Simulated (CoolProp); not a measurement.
A closed Brayton cycle with carbon dioxide: compressor inlet 307.15 K and 7.6 MPa, high pressure 22.6 MPa, turbine inlet 645 K, compressor efficiency 0.85, turbine efficiency 0.93, recuperator effectiveness 0 (on enthalpy, no pinch check). Each further row changes one setting.

Model: reference Helmholtz-energy equation of state, Span 1996, in CoolProp.

```csv
case,thermal efficiency (%),net work (kJ/kg),compressor to turbine work,compressor exit (K),turbine exit (K)
as stated,17.4,67.6,0.38,378.1,529.0
turbine inlet 595 K,17.3,56.4,0.42,378.1,483.6
compressor inlet 317.15 K,16.5,54.4,0.50,406.8,529.0
high pressure 19.2 MPa,15.2,61.0,0.35,367.3,546.0
recuperator effectiveness 0.5,22.5,67.6,0.38,378.1,529.0
```
